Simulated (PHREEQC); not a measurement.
Dissolve 4.1 mol K2CO3 and 0.071 mol NaHCO3 per kg of water at 25 °C. Closed to the air; pH follows from the charge balance.

Computed with PHREEQC (Pitzer model, pitzer.dat).

```
quantity                   before    after
------------------------  -------  -------
pH                          11.98    11.41
HCO3- (mol/kgw)            0.0720   0.0169
CO2 (mol/kgw)             3.73e-8  6.52e-8
SI of Kalicinite (KHCO3)    -1.29    -2.55
SI of Nahcolite (NaHCO3)    -2.93    -3.90
```

What was changed between the two runs?
(A) diluted 5-fold with water
(B) K2CO3 from 4.1 to 4.51 mol/kgw
(C) diluted 10-fold with water
(D) K2CO3 from 4.1 to 3.69 mol/kgw
(E) NaHCO3 from 0.071 to 0.0355 mol/kgw

A, diluted 5-fold with water

Precipitation was switched off in this run. In brines, pH and single-ion activities rest on the MacInnes convention.
